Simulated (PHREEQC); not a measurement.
Alkaline etch or developer

A solution holds 0.1 mol LiOH, 0.00013 mol H4SiO4 and 0.017 mol Na2CO3 per kg of water, at 90 °C. Closed to the air; pH follows from the charge balance.

The numbers come from PHREEQC with the ion-association model, phreeqc.dat.

Precipitation was switched off in this run.

Task: Predict the pH.

Result: pH 11.26.

Task: In which forms is Si present?

Result: H3SiO4- 66 %, H2SiO4-2 34 % of the Si.

Away from 25 °C the constants follow the database's enthalpies or fits; those with neither stay at their 25 °C values.
